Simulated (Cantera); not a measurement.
Charge: 1 mol Zr, 2.7 mol N₂, at 0.170 bar.

These are equilibrium values from Cantera (NASA tables, ideal gas, pure condensed phases), not measurements of a reactor. Candidate condensed phases: Zr, ZrN; 4 gas species. ZrN: taken at fixed stoichiometry. The numbers say what is thermodynamically allowed, not how fast it happens. All values below are at 1027 °C.

Base state: N₂ 1.00 (mole fractions); condensed: ZrN(s).

Q: What changes in the equilibrium state with this change: Zr replaced by Cr?

A: 
```csv
species,before,after
N₂,1.00,1.00
"ZrN(s), mol",1.00,0
"Cr₂N(s), mol",0,0.500
```
Further candidate phases: Cr, CrN, Cr₂N.
